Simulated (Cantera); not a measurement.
An adiabatic, constant-volume homogeneous reactor starts with H2 : O2 : N2 = 1 : 0.312 : 1.17 (molar parts), at 950 K and 100000 Pa. Integrator tolerance rtol = 1e-08.

Cantera simulation using GRI-Mech 3.0 (53 species, 325 reactions); the numbers are that mechanism's predictions, not measurements.

Q: What does this change do: initial temperature 950 to 1300 K?

A: 
| quantity | before | after |
|---|---|---|
| time of steepest temperature rise | 8.44 ms | 28.7 µs |
| temperature at 8.00 s | 2863 K | 2951 K |
| equilibrium temperature | 2863 K | 2951 K |
| x(H2) at 8.00 s | 0.167 (gas-phase equilibrium 0.167) | 0.166 (gas-phase equilibrium 0.166) |
| x(O2) at 8.00 s | 0.000719 (gas-phase equilibrium 0.000719) | 0.00160 (gas-phase equilibrium 0.00160) |
| x(HO2) at 8.00 s | 9.62e-7 (gas-phase equilibrium 9.62e-7) | 1.89e-6 (gas-phase equilibrium 1.89e-6) |
| x(NO) at 8.00 s | 0.00192 (gas-phase equilibrium 0.00192) | 0.00319 (gas-phase equilibrium 0.00319) |
| x(H2O2) at 8.00 s | 1.63e-7 (gas-phase equilibrium 1.63e-7) | 2.30e-7 (gas-phase equilibrium 2.30e-7) |
| x(OH) at 8.00 s | 0.0120 (gas-phase equilibrium 0.0120) | 0.0186 (gas-phase equilibrium 0.0186) |

Q: What does this change do: pressure from 100000 Pa to 2300000 Pa?

A: 
```csv
quantity,before,after
time of steepest temperature rise,8.44 ms,13.3 ms
temperature at 8.00 s,2863 K,3054 K
equilibrium temperature,2863 K,3054 K
x(H2) at 8.00 s,0.167 (gas-phase equilibrium 0.167),0.171 (gas-phase equilibrium 0.171)
x(O2) at 8.00 s,0.000719 (gas-phase equilibrium 0.000719),0.000118 (gas-phase equilibrium 0.000118)
x(HO2) at 8.00 s,9.62e-7 (gas-phase equilibrium 9.62e-7),8.04e-7 (gas-phase equilibrium 8.04e-7)
x(NO) at 8.00 s,0.00192 (gas-phase equilibrium 0.00192),0.000995 (gas-phase equilibrium 0.000995)
x(H2O2) at 8.00 s,1.63e-7 (gas-phase equilibrium 1.63e-7),4.57e-7 (gas-phase equilibrium 4.57e-7)
x(OH) at 8.00 s,0.0120 (gas-phase equilibrium 0.0120),0.00538 (gas-phase equilibrium 0.00538)
```
The hydrogen kinetics of GRI-Mech 3.0 are dated; newer H2 mechanisms differ, most at raised pressure. The pressure lies above the range GRI-Mech 3.0 was tuned for (to about 10 atm). Above 3000 K some thermodynamic fits are extrapolated.
